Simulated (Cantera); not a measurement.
**Premixed flame**

A freely propagating, adiabatic, planar premixed flame of H2 : O2 : N2 = 1 : 0.455 : 1.71 (molar parts), unburnt at 400 K and 9.87 atm; multicomponent+Soret transport, grid criteria slope 0.08 and curve 0.16, no radiation.

Model: the H2/O2 subset of GRI-Mech 3.0, which has no nitrogen chemistry, integrated in Cantera. The hydrogen kinetics of GRI-Mech 3.0 are dated; newer H2 mechanisms differ, most at raised pressure. Burning velocities carry a grid error of a few per cent, more on coarse grids.

```json
[
 {"z (mm)": "-0.0688", "T (K)": "400", "u (m/s)": "2.78", "x H2": "0.316", "x O2": "0.144", "x HO2": "<1e-8", "x OH": "<1e-8", "x H2O": "8.43e-8", "x O": "<1e-8"},
 {"z (mm)": "-0.0459", "T (K)": "400", "u (m/s)": "2.78", "x H2": "0.315", "x O2": "0.144", "x HO2": "1.65e-8", "x OH": "<1e-8", "x H2O": "8.23e-7", "x O": "<1e-8"},
 {"z (mm)": "-0.0344", "T (K)": "400", "u (m/s)": "2.78", "x H2": "0.312", "x O2": "0.145", "x HO2": "1.85e-7", "x OH": "<1e-8", "x H2O": "7.73e-6", "x O": "<1e-8"},
 {"z (mm)": "-0.0229", "T (K)": "404", "u (m/s)": "2.76", "x H2": "0.301", "x O2": "0.147", "x HO2": "4.11e-6", "x OH": "<1e-8", "x H2O": "0.000134", "x O": "9.05e-8"},
 {"z (mm)": "-0.0115", "T (K)": "516", "u (m/s)": "3.28", "x H2": "0.239", "x O2": "0.156", "x HO2": "0.000524", "x OH": "1.92e-5", "x H2O": "0.00956", "x O": "6.65e-6"},
 {"z (mm)": "-0.00573", "T (K)": "904", "u (m/s)": "5.57", "x H2": "0.191", "x O2": "0.140", "x HO2": "0.00149", "x OH": "0.000857", "x H2O": "0.0547", "x O": "0.000223"},
 {"z (mm)": "0", "T (K)": "1402", "u (m/s)": "8.55", "x H2": "0.136", "x O2": "0.0994", "x HO2": "0.000714", "x OH": "0.00276", "x H2O": "0.137", "x O": "0.00173"},
 {"z (mm)": "0.00573", "T (K)": "1741", "u (m/s)": "10.6", "x H2": "0.0874", "x O2": "0.0574", "x HO2": "0.000323", "x OH": "0.00642", "x H2O": "0.212", "x O": "0.00354"},
 {"z (mm)": "0.0115", "T (K)": "1933", "u (m/s)": "11.7", "x H2": "0.0611", "x O2": "0.0324", "x HO2": "0.000152", "x OH": "0.0101", "x H2O": "0.254", "x O": "0.00412"},
 {"z (mm)": "0.0229", "T (K)": "2122", "u (m/s)": "12.8", "x H2": "0.0449", "x O2": "0.0155", "x HO2": "5.63e-5", "x OH": "0.0130", "x H2O": "0.285", "x O": "0.00366"},
 {"z (mm)": "0.0459", "T (K)": "2278", "u (m/s)": "13.7", "x H2": "0.0384", "x O2": "0.00887", "x HO2": "2.40e-5", "x OH": "0.0122", "x H2O": "0.302", "x O": "0.00224"},
 {"z (mm)": "0.0917", "T (K)": "2388", "u (m/s)": "14.3", "x H2": "0.0333", "x O2": "0.00531", "x HO2": "1.04e-5", "x OH": "0.00966", "x H2O": "0.315", "x O": "0.00112"},
 {"z (mm)": "0.183", "T (K)": "2457", "u (m/s)": "14.6", "x H2": "0.0290", "x O2": "0.00298", "x HO2": "4.32e-6", "x OH": "0.00717", "x H2O": "0.324", "x O": "0.000541"}
]
```
x: mole fraction of selected species; z is measured from the peak of heat release.

| Item | Result |
|---|---|
| laminar burning velocity | 279 cm/s |
| thermal thickness | 0.0229 mm |
| peak x(HO2) | 0.00157 |
| peak x(OH) | 0.0132 |
| peak x(O) | 0.00413 |
| grid points | 113 |
